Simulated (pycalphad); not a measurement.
CALPHAD calculation (pycalphad, COST 507 light-alloy database (1999)), 1 atm. These are 1990s assessments: newer ones move some temperatures and phases. Amounts are mole fractions of atoms.

Question: Give the equilibrium state of Al-65.8Si (at.%) at 630 K.

Answer: 
```
T = 630.00 K, P = 101325 Pa, N = 1 mol of atoms
G = -17127 J/mol, H = 7995 J/mol, S = 39.88 J/(mol K)  (SER reference)
chemical potentials (J/mol): Al -21415, Si -14898
phase             fraction      x(Al)      x(Si)
DIAMOND_A4          0.6575   3.37e-09     1.0000
FCC_A1              0.3425     0.9986     0.0014
```

Question: Give the equilibrium state of Al-65.8Si (at.%) at 1110 K.

Answer: diamond (Si), fraction 0.509, with >99.99 Si at.%; liquid, fraction 0.491, with 30.4 Si at.%.

FCC_A1 is fcc; DIAMOND_A4 is diamond (Si).
